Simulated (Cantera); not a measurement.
Input (Python, Cantera) and output of one run.

```python
import numpy as np
import cantera as ct

gas_names = """
    H HNO HNO2 HNO3 HO2 H2 H2O H2O2 N NH NH2 NH3 NH2OH NO NO2 NO3 N2 N2H2 N2H4 N2O O OH O2 O3 Pb PbO Pb2
""".split()
cond_names = """
    H2O(s) H2O(L) Pb(cr) Pb(L) PbO(rd) PbO(yw) PbO(L) PbO2(s) Pb3O4(s)
""".split()


# ... load() reads the species with a 1 bar reference pressure and builds the phases ...
atoms = {
    'PbO': {'Pb': 1, 'O': 1},
    'H2': {'H': 2},
    'N2': {'N': 2},
}
top_T = {'Pb3O4(s)': 820}  # K; cautious upper limits of use, not melting points


# ... equilibrate(T, P, feed) seeds the gas with the atoms and calls Mixture.equilibrate('TP', solver="vcs", rtol=1e-11, max_steps=5000) ...
results = []
feed = {'PbO': 1, 'H2': 17, 'N2': 1}  # mol
T = 1325  # K
P = 47000  # Pa
mix = equilibrate(T, P, feed)
results.append((T, P, feed, dict(zip(mix.species_names, mix.species_moles))))
print(gas.report(threshold=0.001))
for i in range(1, mix.n_phases):
    print(f"{mix.phase(i).name:16s} {mix.phase_moles(i):12.5e} mol")
```

Result:

```
       temperature   1325 K
          pressure   47000 Pa
           density   0.025194 kg/m^3
  mean mol. weight   5.9055 kg/kmol
   phase of matter   gas

                          1 kg             1 kmol
                     ---------------   ---------------
          enthalpy        3.2907e+06        1.9433e+07  J
   internal energy        1.4252e+06        8.4166e+06  J
           entropy             32622        1.9265e+05  J/K
    Gibbs function       -3.9933e+07       -2.3582e+08  J
 heat capacity c_p            5495.5             32453  J/K
 heat capacity c_v            4087.5             24139  J/K

                      mass frac. Y      mole frac. X     chem. pot. / RT
                     ---------------   ---------------   ---------------
                H2           0.30112           0.88206           -19.129
               H2O           0.16818           0.05513           -51.421
                N2            0.2615          0.055125           -29.292
                Pb           0.26911         0.0076701           -10.791
     [  +23 minor]        9.5198e-05        1.3474e-05

Pb(L)             8.60838e-01 mol
PbO(L)            0.00000e+00 mol
```

Method: chemical equilibrium by Gibbs-energy minimisation in Cantera with the NASA 1993 tables (ideal gas, pure condensed phases).
